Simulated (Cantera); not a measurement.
An adiabatic, constant-volume homogeneous reactor starts with H₂ : O₂ : N₂ = 1 : 1.19 : 4.48 (molar parts), equivalence ratio 0.42, at 1025 K and 500000 Pa.

Computed with Cantera and the H2/O2 subset of GRI-Mech 3.0, which has no nitrogen chemistry. The hydrogen kinetics of GRI-Mech 3.0 are dated; newer H2 mechanisms differ, most at raised pressure.

Predict: time of steepest temperature rise; temperature at 0.300 s; equilibrium temperature; x(H₂) at 0.300 s; x(O₂) at 0.300 s; x(O) at 0.300 s; x(HO₂) at 0.300 s; x(H) at 0.300 s; x(H₂O) at 0.300 s; x(OH) at 0.300 s.


| Item | Value |
|---|---|
| time of steepest temperature rise | 7.56 ms |
| temperature at 0.300 s | 2341 K |
| equilibrium temperature | 2341 K |
| x(H₂) at 0.300 s | 0.000387 (gas-phase equilibrium 0.000387) |
| x(O₂) at 0.300 s | 0.110 (gas-phase equilibrium 0.110) |
| x(O) at 0.300 s | 0.000645 (gas-phase equilibrium 0.000645) |
| x(HO₂) at 0.300 s | 1.29e-5 (gas-phase equilibrium 1.29e-5) |
| x(H) at 0.300 s | 7.26e-5 (gas-phase equilibrium 7.26e-5) |
| x(H₂O) at 0.300 s | 0.159 (gas-phase equilibrium 0.159) |
| x(OH) at 0.300 s | 0.00507 (gas-phase equilibrium 0.00507) |
